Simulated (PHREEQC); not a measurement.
Synthetic water in mg/kgw, 80 °C, pH 6.81, pe 10.8: Na 0.257; K 0.0097; Ca 0.103; Mg 0.0731; Cl 0.163; S(6) as SO4 0.661; Alkalinity as HCO3 0.26; Pb 0.0473; Zn 0.00437.

Na is adjusted to close the charge balance.
Valence states are taken as typed.

Computed with PHREEQC (ion-association model, phreeqc.dat).

| quantity | before | after |
|---|---|---|
| HCO3- (mol/kgw) | 2.70e-6 | 4.20e-6 |
| CO2 (mol/kgw) | 9.13e-7 | 4.45e-6 |
| Pb+2 (mol/kgw) | 1.99e-7 | 2.16e-7 |
| Zn+2 (mol/kgw) | 5.41e-8 | 6.21e-8 |
| PbOH+ (mol/kgw) | 2.42e-8 | 8.40e-9 |
| MgSO4 (mol/kgw) | 1.49e-8 | 1.49e-8 |
| SI of Pb(OH)2 (Pb(OH)2) | +0.34 | -0.61 |
| SI of Anglesite (PbSO4) | -4.35 | -4.31 |

Q: Name the change that produced these shifts.
A. all concentrations times 3 at the same typed pH
B. pH from 6.81 to 6.31 at the same alkalinity
C. temperature from 80 to 50 °C at the same typed pH

A: B, pH from 6.81 to 6.31 at the same alkalinity

Precipitation was switched off in this run. Some of these states are supersaturated (in Pb(OH)2, for instance). Away from 25 °C the constants follow the database's enthalpies or fits; those with neither stay at their 25 °C values.
